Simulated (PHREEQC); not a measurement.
1.2 g of hydrous ferric oxide (600 m²/g; 0.2 weak and 0.005 strong sites per Fe, Dzombak-Morel constants, diffuse double layer) in 1 kg of water with 0.1 mol/kgw of an inert sodium salt and 0.00018 mol/kgw NiCl2, at 25 °C; the pH is set by adding NaOH or the inert anion's acid. Oxygen alone is held at its pressure in air (log pO2 = -0.68). The system is closed to CO2. Nothing may precipitate in this run.

All values are PHREEQC results (ion-association model, wateq4f.dat), not measurements.

Q: Predict surface charge σ (C/m²) at pH = 3, 4, 4.5, 7, 10.5.

A: 
| pH | surface charge σ (C/m²) |
|---|---|
| 3 | 0.363 |
| 4 | 0.321 |
| 4.5 | 0.273 |
| 7 | 0.049 |
| 10.5 | -0.123 |

The oxide is taken as insoluble; below pH 4 it would dissolve.
